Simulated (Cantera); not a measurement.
A Cantera script and what it prints.

```python
import numpy as np
import cantera as ct

gas_names = [...]  # 110 gases of nasa_gas.yaml made of C, H, O
cond_names = """
    C(gr) C6H6(L) C7H8(L) C8H18(L),n-octa H2O(s) H2O(L)
""".split()


# ... load() reads the species with a 1 bar reference pressure and builds the phases ...
atoms = {
    'C2H2': {'C': 2, 'H': 2},
    'CO2': {'C': 1, 'O': 2},
    'H2O': {'H': 2, 'O': 1},
}
top_T = {'C(gr)': 4500}  # K; cautious upper limits of use, not melting points


# ... equilibrate(T, P, feed) seeds the gas with the atoms and calls Mixture.equilibrate('TP', solver="vcs", rtol=1e-11, max_steps=5000) ...
results = []
feed = {'C2H2': 1, 'CO2': 0.31, 'H2O': 0.15}  # mol
P = 1333.22  # Pa
for T in [525, 725, 925, 1125, 1325, 1525, 1725, 1925, 2125, 2325, 2525, 2725]:
    mix = equilibrate(T, P, feed)
    results.append((T, P, feed, dict(zip(mix.species_names, mix.species_moles))))

top = {s: max(r[3][s] / sum(r[3][g] for g in gas_names) for r in results) for s in gas_names}
cols = sorted((s for s in top if top[s] > 1e-05), key=lambda s: -top[s])[:5]
seen = [c for c in cond_names if any(r[3].get(c, 0) > 1e-12 for r in results)]
print("log10 of partial pressures in bar; condensed amounts in mol")
print(f"{'T/K':>10s}" + "".join(f"{s[:9]:>10s}" for s in cols + seen))
for T, P, feed, n in results:
    ng = sum(n[g] for g in gas_names)
    print(f"{T:10.4g}" + "".join(f"{np.log10(max(n[s] / ng * P / 1e5, 1e-99)):10.3f}" for s in cols)
          + "".join(f"{n.get(c, 0):10.4g}" for c in seen))
```

It prints:

```
log10 of partial pressures in bar; condensed amounts in mol
       T/K        H2       H2O        CO         H       CH4     C(gr)
       525    -2.755    -2.152    -5.377   -20.444    -2.515     1.961
       725    -2.097    -2.742    -2.929   -14.078    -3.483     1.924
       925    -2.098    -4.210    -2.285   -10.633    -4.839     1.558
      1125    -2.098    -5.562    -2.272    -8.401    -5.736      1.54
      1325    -2.098    -6.513    -2.272    -6.835    -6.369      1.54
      1525    -2.098    -7.212    -2.272    -5.675    -6.837      1.54
      1725    -2.098    -7.747    -2.272    -4.780    -7.197      1.54
      1925    -2.102    -8.171    -2.273    -4.070    -7.485     1.539
      2125    -2.113    -8.524    -2.277    -3.496    -7.732     1.536
      2325    -2.142    -8.841    -2.287    -3.030    -7.975     1.529
      2525    -2.211    -9.161    -2.309    -2.658    -8.263     1.516
      2725    -2.347    -9.529    -2.347    -2.378    -8.660     1.488
```

These are equilibrium values from Cantera (NASA tables, ideal gas, pure condensed phases), not measurements of a reactor.
